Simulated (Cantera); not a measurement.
**CH4 + CO2 + H2 (carbon deposition, reforming and gasification)**

Feed: 1 mol CH4, 0.09 mol CO2, 40 mol H2, at 0.00520 bar.

These are equilibrium values from Cantera (NASA tables, ideal gas, pure condensed phases), not measurements of a reactor. Candidate condensed phases: C, C6H6, C7H8, C8H18, H2O; 110 gas species. Rates play no part.

```csv
T (K),x H2,x H,x CO,x C2H2 (acetylene),n C(graphite)
1425,0.996,9.44e-5,0.00427,3.51e-6,0.909
1525,0.995,0.000327,0.00427,1.20e-5,0.908
1625,0.995,0.000976,0.00427,3.54e-5,0.907
1725,0.993,0.00257,0.00426,9.15e-5,0.902
1825,0.989,0.00607,0.00425,0.000213,0.892
1925,0.982,0.0131,0.00424,0.000450,0.872
2025,0.969,0.0263,0.00421,0.000877,0.835
2125,0.945,0.0490,0.00416,0.00158,0.772
2225,0.908,0.0856,0.00408,0.00266,0.674
```
x: gas mole fraction; n: condensed amount in mol.

From 1425 K to 2225 K the condensed part is C(graphite). The main C-bearing gas is CO at 1425 K and C2H2 (acetylene) at 2225 K. The share of C in condensed phases is highest at 1425 K (83.4 %) and lowest at 2225 K (61.8 %).
